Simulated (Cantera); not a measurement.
Cantera with NASA thermochemical tables; ideal gases at 1 bar, condensed phases pure. Values are per mole of reaction as written; species without (g) are pure solids or liquids, kept so even where they would boil at 1 bar. VN: taken at fixed stoichiometry.

Task: Between 300 and 1125 K, where is each reaction favourable under standard conditions?
- V2O3 + 3 H2O(g) + N2(g) → 3 H2O2(g) + 2 VN
- 4 VN + 6 H2O(g) + O2(g) → 4 NH3(g) + 2 V2O4

Result: 
- V2O3 + 3 H2O(g) + N2(g) → 3 H2O2(g) + 2 VN: ΔG° is 1124 kJ at 300 K and 1201 kJ at 1125 K; it stays positive (K < 1). ΔH° is 1094 kJ and ΔS° -95 J/K at 1125 K.
- 4 VN + 6 H2O(g) + O2(g) → 4 NH3(g) + 2 V2O4: ΔG° is -566 kJ at 300 K and -202 kJ at 1125 K; it stays negative (K > 1). ΔH° is -671 kJ and ΔS° -417 J/K at 1125 K.
